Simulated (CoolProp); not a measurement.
Vapour pressure (MPa) of propylene: the reference equation beside estimates from Tc = 91.1 °C, pc = 4.555 MPa, ω = 0.146. Clausius-Clapeyron is anchored at -12.25 °C with a constant enthalpy of vaporisation of 16.64 kJ/mol.

Model: reference Helmholtz-energy equation of state, Lemmon 2013, in CoolProp.

```csv
T (°C),reference,Lee-Kesler,Clausius-Clapeyron,van der Waals,Soave-Redlich-Kwong
-45.05,0.1137,0.1126,0.1321,0.5046,0.1128
-38.55,0.1503,0.1493,0.1684,0.5890,0.1494
-31.95,0.1962,0.1954,0.2127,0.6840,0.1953
-25.35,0.2521,0.2516,0.2652,0.7885,0.2515
-18.75,0.3193,0.3193,0.3270,0.9031,0.3192
-12.25,0.3978,0.3984,0.3978,1.026,0.3985
-5.65,0.4916,0.4928,0.4807,1.162,0.4933
0.95,0.6008,0.6028,0.5756,1.308,0.6041
7.55,0.7271,0.7297,0.6833,1.466,0.7323
14.05,0.8696,0.8726,0.8030,1.633,0.8771
20.65,1.034,1.038,0.9390,1.814,1.045
27.25,1.221,1.224,1.091,2.008,1.234
33.85,1.430,1.434,1.258,2.214,1.448
40.45,1.665,1.668,1.443,2.433,1.687
```

Absolute difference from the reference over all 14 rows, mean and median: Lee-Kesler 0.3 and 0.3 %, Clausius-Clapeyron 7.8 and 8.0 %, van der Waals 151.6 and 127.0 %, Soave-Redlich-Kwong 0.7 and 0.7 %.
